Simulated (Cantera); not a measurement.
A closed system holds: 1 mol Si₃N₄, 0.0041 mol H₂O, 550 mol H₂, held at 0.00133 bar.

These are equilibrium values from Cantera (NASA tables, ideal gas, pure condensed phases), not measurements of a reactor. Candidate condensed phases: H₂O, Si, SiO₂, Si₂N₂O, Si₃N₄; 35 gas species. Kinetics and transport are ignored.

Task: At 1650 K, list the 5 most abundant gas species with their mole fractions, and the condensed phases.

Result: H₂ 0.994, N₂ 0.00362, H 0.00248, Si 0.000201, SiH 1.34e-5. Condensed: Si(s).
